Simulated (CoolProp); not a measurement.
Properties of water at several states.

Values from CoolProp's reference Helmholtz-energy equation of state, Wagner 2002.

```json
[
 {"T (K)": "432.5", "p (MPa)": "0.0201", "phase": "gas", "speed of sound (m/s)": "…", "isothermal compressibility (1/MPa)": "49.83"},
 {"T (K)": "971.1", "p (MPa)": "3.12", "phase": "gas", "speed of sound (m/s)": "…", "isothermal compressibility (1/MPa)": "0.3235"},
 {"T (K)": "388.1", "p (MPa)": "0.234", "phase": "liquid", "speed of sound (m/s)": "…", "isothermal compressibility (1/MPa)": "…"},
 {"T (K)": "881.3", "p (MPa)": "1.2", "phase": "gas", "speed of sound (m/s)": "…", "isothermal compressibility (1/MPa)": "0.8378"},
 {"T (K)": "889.8", "p (MPa)": "26.2", "phase": "supercritical", "speed of sound (m/s)": "…", "isothermal compressibility (1/MPa)": "…"},
 {"T (K)": "649", "p (MPa)": "0.34", "phase": "gas", "speed of sound (m/s)": "…", "isothermal compressibility (1/MPa)": "2.956"}
]
```

### Question
Some entries are withheld; supply them.

### Answer

- 432.5, speed of sound (m/s): 512.2
- 971.1, speed of sound (m/s): 747.3
- 388.1, speed of sound (m/s): 1527
- 388.1, isothermal compressibility (1/MPa): 0.0005195
- 881.3, speed of sound (m/s): 715.4
- 889.8, speed of sound (m/s): 685.6
- 889.8, isothermal compressibility (1/MPa): 0.04337
- 649, speed of sound (m/s): 620.2
